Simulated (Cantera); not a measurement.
Input: 1 mol MgSO4, 9.3 mol H2O, 2.6 mol CO2, at 0.130 bar.

Cantera equilibrium calculation (NASA polynomials, part measured and part estimated; ideal gas, pure solids and liquids). Candidate condensed phases: C, C6H6, C7H8, C8H18, H2O, H2SO4, Mg, MgCO3, MgO, Mg(OH)2, MgS, MgSO4, S; 130 gas species. Mutual solubility and eutectic melting of coexisting phases are not modelled. The numbers say what is thermodynamically allowed, not how fast it happens.

x: gas mole fraction; n: condensed amount in mol.

```tsv
T (K)	x H2O	x CO2	x SO2	x O2	x SO3	x OH	n MgO(s)	n MgSO4(s)
1025	0.777	0.217	0.00403	0.00201	8.84e-5	___	0.0493	0.951
1075	0.763	0.213	0.0157	0.00785	0.000399	___	0.196	0.804
1125	0.717	0.200	0.0539	0.0269	0.00157	___	0.719	0.281
1175	0.695	0.194	0.0731	0.0365	0.00159	___	1.00	0
1225	0.694	0.194	0.0736	0.0368	0.00107	___	1.00	0
1275	0.694	0.194	0.0739	0.0369	0.000745	___	1.00	0
1325	0.694	0.194	0.0741	0.0370	0.000531	___	1.00	0
1375	0.694	0.194	0.0743	0.0371	0.000387	___	1.00	0
```

**Question.** Complete the blanks.

**Answer.** 
- 1025, x OH: 2.69e-7
- 1075, x OH: 9.09e-7
- 1125, x OH: 2.69e-6
- 1175, x OH: 6.00e-6
- 1225, x OH: 1.19e-5
- 1275, x OH: 2.22e-5
- 1325, x OH: 3.97e-5
- 1375, x OH: 6.79e-5
